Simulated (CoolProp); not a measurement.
n-perfluorohexane at several states: fugacity coefficient from the reference equation and from simpler models built on Tc = 174.9 °C, pc = 1742 kPa, ω = 0.497; each cubic takes its own stable root.

Model: reference Helmholtz-energy equation of state, Gao 2022, in CoolProp.

| T (°C) | p (kPa) | phase | reference |
|---|---|---|---|
| 12.65 | 13.3 | gas | 0.9874 |
| 68.35 | 3450 | liquid | 0.05039 |
| 103.85 | 6780 | liquid | 0.07947 |

Question: How far does each simpler model (Redlich-Kwong, Soave-Redlich-Kwong) lie from the reference over these 3 states: mean and median of the absolute difference, and the worst?

Answer: 
- Redlich-Kwong: mean 55.0 %, median 60.6 %, worst +104.2 % at 68.35 °C and 3450 kPa
- Soave-Redlich-Kwong: mean 5.0 %, median 4.9 %, worst +10.0 % at 103.85 °C and 6780 kPa
